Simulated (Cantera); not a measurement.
Cantera run, input and output.

```python
import numpy as np
import cantera as ct

gas = ct.Solution("gri30.yaml")
gas.TPX = 1325, 13332, {'N2O': 1}
reactor = ct.IdealGasConstPressureReactor(gas, energy="off", clone=False)
net = ct.ReactorNet([reactor])
net.rtol, net.atol = 1e-08, 1e-18
show = ['N2O', 'NO', 'N2', 'O2', 'O', 'NO2']
times = np.geomspace(0.0003, 9, 13)

steps = ct.SolutionArray(gas, extra=["t"])
rows = []
print(f"{'t/s':>10s}{'T/K':>9s}{'P/Pa':>11s}" + "".join(f"{s:>11s}" for s in show))
for t in times:
    while net.time < t:
        t_next = net.step()
        steps.append(gas.state, t=t_next)
    rows.append([np.interp(t, steps.t, y) for y in (steps.T, steps.P, *steps(*show).X.T)])
    print(f"{t:10.3e}{rows[-1][0]:9.1f}{rows[-1][1]:11.4g}" + "".join(f"{x:11.3e}" for x in rows[-1][2:]))
rate = np.gradient(steps.T, steps.t)
print("integrator steps:", len(steps.t))
if steps.T.max() > steps.T[0] + 200:
    print(f"time of steepest temperature rise: {steps.t[rate.argmax()]:.4e} s")
gas.TPX = 1325, 13332, {'N2O': 1}
gas.equilibrate("TP")
print(f"equilibrium (TP): T = {gas.T:.1f} K  " + "  ".join(f"{s} {gas[s].X[0]:.3e}" for s in show))
```

Output:

```
       t/s      T/K       P/Pa        N2O         NO         N2         O2          O        NO2
 3.000e-04   1325.0  1.333e+04  9.997e-01  3.011e-05  1.832e-04  7.883e-05  1.046e-05  2.601e-10
 7.083e-04   1325.0  1.333e+04  9.993e-01  7.562e-05  4.443e-04  1.980e-04  1.046e-05  1.630e-09
 1.672e-03   1325.0  1.333e+04  9.983e-01  1.830e-04  1.060e-03  4.791e-04  1.046e-05  9.387e-09
 3.948e-03   1325.0  1.333e+04  9.959e-01  4.358e-04  2.511e-03  1.141e-03  1.046e-05  5.124e-08
 9.322e-03   1325.0  1.333e+04  9.903e-01  1.029e-03  5.919e-03  2.696e-03  1.046e-05  2.620e-07
 2.201e-02   1325.0  1.333e+04  9.774e-01  2.413e-03  1.386e-02  6.322e-03  1.045e-05  1.191e-06
 5.196e-02   1325.0  1.333e+04  9.477e-01  5.582e-03  3.207e-02  1.463e-02  1.044e-05  4.427e-06
 1.227e-01   1325.0  1.333e+04  8.822e-01  1.256e-02  7.223e-02  3.296e-02  1.041e-05  1.281e-05
 2.896e-01   1325.0  1.333e+04  7.497e-01  2.664e-02  1.535e-01  7.007e-02  1.033e-05  3.045e-05
 6.839e-01   1325.0  1.333e+04  5.249e-01  5.035e-02  2.915e-01  1.331e-01  1.011e-05  6.164e-05
 1.615e+00   1325.0  1.333e+04  2.500e-01  7.862e-02  4.606e-01  2.106e-01  9.389e-06  1.019e-04
 3.812e+00   1325.0  1.333e+04  5.900e-02  9.615e-02  5.792e-01  2.655e-01  6.584e-06  1.346e-04
 9.000e+00   1325.0  1.333e+04  5.151e-03  9.862e-02  6.139e-01  2.821e-01  1.493e-06  2.083e-04
integrator steps: 908
equilibrium (TP): T = 1325.0 K  N2O 1.189e-08  NO 5.407e-04  N2 6.664e-01  O2 3.331e-01  O 4.382e-07  NO2 2.432e-06
```

Model: GRI-Mech 3.0 (53 species, 325 reactions), integrated in Cantera. GRI-Mech 3.0 was tuned for natural gas; its chemistry of N2O as a main component is partial and can be far from experiment. The mechanism lacks the step 2 NO + O2 → 2 NO2, which can matter for NO2 below about 1400 K. The temperature is held fixed by assumption; the heat of reaction is taken as removed at once.
